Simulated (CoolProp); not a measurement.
Vapour-liquid equilibrium of R143a (1) + R134a (2) at 0.205 MPa; x and y are mole fractions of (1).

The numbers come from the multi-fluid Helmholtz-energy mixture model, Lemmon and Jacobsen 2000 and Tillner-Roth 1994; pair parameters Lemmon 2004 in CoolProp.

```csv
x,bubble temperature (K),y at the bubble point,dew temperature at overall composition x (K),liquid density (mol/L)
0.05,262.2,0.100,263.0,13.02
0.2,258.1,0.351,260.6,13.10
0.35,254.4,0.543,258.1,13.17
0.5,251.0,0.693,255.2,13.22
0.65,248.0,0.810,252.0,13.27
0.8,245.3,0.903,248.3,13.31
0.95,242.8,0.978,243.7,13.33
```

No azeotrope shows between x = 0.05 and 0.95.

Pair parameters are fitted to limited data, so mixtures are less certain than the pure fluids.
